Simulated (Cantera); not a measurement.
Input (Python, Cantera) and output of one run.

```python
import numpy as np
import cantera as ct

gas_names = """
    C CH CH2 CH3 CH4 CN C2 C2H C2H2,acetylene C2H2,vinylidene C2H3,vinyl CH3CN C2H4 C2H5 C2H6 CCN CNC
    C2N2 C3 C3H3,propargyl C3H4,allene C3H4,propyne C3H4,cyclo- C3H5,allyl C3H6,propylene C3H6,cyclo-
    C3H7,n-propyl C3H7,i-propyl C3H8 C4 C4H2 C4H4,1,3-cyclo- C4H6,butadiene C4H6,2-butyne C4H6,cyclo-
    C4H8,1-butene C4H8,cis2-buten C4H8,tr2-butene C4H8,isobutene C4H8,cyclo- C4H9,n-butyl C4H9,i-butyl
    C4H9,s-butyl C4H9,t-butyl C4H10,isobutane C4H10,n-butane C4N2 C5 C5H6,1,3cyclo- C5H8,cyclo-
    C5H10,1-pentene C5H10,cyclo- C5H11,pentyl C5H11,t-pentyl C5H12,n-pentane C5H12,i-pentane
    CH3C(CH3)2CH3 C6H2 C6H5,phenyl C6H6 C6H10,cyclo- C6H12,1-hexene C6H12,cyclo- C6H13,n-hexyl
    C7H7,benzyl C7H8 C7H14,1-heptene C7H15,n-heptyl C7H16,n-heptane C8H8,styrene C8H10,ethylbenz
    C8H16,1-octene C8H17,n-octyl C8H18,isooctane C8H18,n-octane C9H19,n-nonyl C10H8,naphthale
    C10H21,n-decyl C12H9,o-bipheny C12H10,bipheny H HCN HCCN HNC H2 N NH NH2 NH3 N2 N2H2 N2H4
""".split()
cond_names = """
    C(gr) C6H6(L) C7H8(L) C8H18(L),n-octa
""".split()


def load(file, names, dense=False):
    # The tables refer to 1 bar. Condensed volumes are neglected.
    table = {s.name: s for s in ct.Species.list_from_file(file)}
    out = []
    for n in names:
        d = dict(table[n].input_data)
        d["thermo"] = dict(d["thermo"], **{"reference-pressure": 1e5})
        if dense:
            d["equation-of-state"] = {"model": "constant-volume", "density": "1e6 g/cm^3"}
        out.append(ct.Species.from_dict(d))
    return out


gas = ct.Solution(thermo="ideal-gas", species=load("nasa_gas.yaml", gas_names))
cond = {s.name: ct.Solution(thermo="fixed-stoichiometry", species=[s], name=s.name)
        for s in load("nasa_condensed.yaml", cond_names, dense=True)}
atoms = {
    'C2H2': {'C': 2, 'H': 2},
    'NH3': {'N': 1, 'H': 3},
    'N2': {'N': 2},
}
top_T = {'C(gr)': 4500}  # K; cautious upper limits of use, not melting points


def equilibrate(T, P, feed):
    n = {}
    for name, mol in feed.items():
        for a, k in atoms[name].items():
            n[a] = n.get(a, 0.0) + k * mol
    gas.TPX = T, P, n
    mass = sum(n.values()) * gas.mean_molecular_weight
    gas.equilibrate("TP")
    valid = [c for c in cond.values() if c.min_temp <= T <= top_T.get(c.name, c.max_temp)]
    mix = ct.Mixture([(gas, mass / gas.mean_molecular_weight)] + [(c, 0.0) for c in valid])
    mix.T, mix.P = T, P
    mix.equilibrate("TP", solver="vcs", rtol=1e-11, max_steps=5000)
    return mix


results = []
feed = {'C2H2': 1, 'NH3': 0.062, 'N2': 2.2}  # mol
T = 2950  # K
P = 60  # Pa
mix = equilibrate(T, P, feed)
results.append((T, P, feed, dict(zip(mix.species_names, mix.species_moles))))
x = sorted(zip(gas.X, gas.species_names), reverse=True)
print(f"T = {T:g} K  P = {P:g} Pa  gas = {mix.phase_moles(0):.4g} mol")
print("   x: " + "  ".join(f"{s} {v:.3e}" for v, s in x if v > 0.001))
print("   condensed (mol): " + ("  ".join(f"{mix.phase(i).name} {mix.phase_moles(i):.4g}"
      for i in range(1, mix.n_phases) if mix.phase_moles(i) > 1e-12) or "none"))
```

Result:

```
T = 2950 K  P = 60 Pa  gas = 5.198 mol
   x: N2 4.045e-01  H 4.015e-01  C3 8.900e-02  CN 4.203e-02  C 3.464e-02  C2 1.346e-02  HCN 5.642e-03  H2 5.300e-03  C2H 1.523e-03  HNC 1.023e-03
   condensed (mol): none
```

Cantera equilibrium calculation (NASA polynomials, part measured and part estimated; ideal gas, pure solids and liquids).
